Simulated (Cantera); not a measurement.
**Thermodynamics of oxide etching and cleaning by halides, feed Fe2O3 + Cl2 + N2 + H2O**

A closed system holds: 1 mol Fe2O3, 3.1 mol Cl2, 1.6 mol N2, 1.1 mol H2O, held at 225 Torr.

Method: chemical equilibrium by Gibbs-energy minimisation in Cantera with the NASA 1993 tables (ideal gas, pure condensed phases). Candidate condensed phases: Fe, FeCl2, FeCl3, FeO, Fe(OH)2, Fe(OH)3, Fe2O3, Fe3O4, H2O, NH4Cl; 37 gas species. Condensed phases not in the tables: FeOCl. Equilibrium is a limit: real reactors are often held back by kinetics, nucleation or transport.

From 700 K to 1350 K the condensed part is Fe2O3(s). The main Fe-bearing gas is FeCl3 throughout.

```csv
T (K),x Cl2,x HCl,x N2,x O2,x H2O,x FeCl3,x FeCl2,x Cl,n Fe2O3(s)
700,0.409,0.198,0.262,0.0494,0.0814,5.29e-6,1.78e-10,7.72e-7,1.000
750,0.389,0.230,0.260,0.0575,0.0638,2.52e-5,3.10e-9,3.09e-6,1.000
800,0.372,0.257,0.258,0.0643,0.0490,9.89e-5,3.79e-8,1.04e-5,1.000
850,0.357,0.279,0.257,0.0699,0.0372,0.000331,3.44e-7,3.05e-5,0.999
900,0.346,0.295,0.255,0.0745,0.0280,0.000966,2.44e-6,7.94e-5,0.997
950,0.335,0.307,0.254,0.0787,0.0213,0.00249,1.39e-5,0.000187,0.992
1000,0.325,0.316,0.254,0.0833,0.0164,0.00572,6.53e-5,0.000404,0.982
1050,0.311,0.321,0.253,0.0893,0.0131,0.0117,0.000256,0.000806,0.962
1100,0.292,0.324,0.252,0.0975,0.0109,0.0210,0.000845,0.00150,0.930
1150,0.268,0.325,0.250,0.108,0.00950,0.0336,0.00238,0.00259,0.884
1200,0.239,0.324,0.248,0.122,0.00867,0.0481,0.00584,0.00422,0.826
1250,0.206,0.322,0.246,0.137,0.00825,0.0621,0.0126,0.00647,0.756
1300,0.172,0.317,0.242,0.153,0.00815,0.0731,0.0245,0.00940,0.677
1350,0.139,0.311,0.238,0.169,0.00835,0.0787,0.0428,0.0130,0.591
```
x: gas mole fraction; n: condensed amount in mol.
